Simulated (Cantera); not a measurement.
A closed system holds: 1 mol Si3N4, 0.79 mol NF3, 1 mol H2, equilibrated at 750 K and 0.0330 Torr.

Cantera equilibrium calculation (NASA polynomials, part measured and part estimated; ideal gas, pure solids and liquids). Candidate condensed phases: Si, Si3N4; 37 gas species. Equilibrium is a limit: real reactors are often held back by kinetics, nucleation or transport.

What is the equilibrium state?


- x(H2): 0.420
- x(N2): 0.332
- x(SiF4): 0.249
- x(HF): 7.82e-5
- x(SiHF3): 1.19e-5
- n(Si3N4(s)): 0.803 mol
- gas amount: 2.383 mol
- log10 activity of Si(s) (absent): -8.31
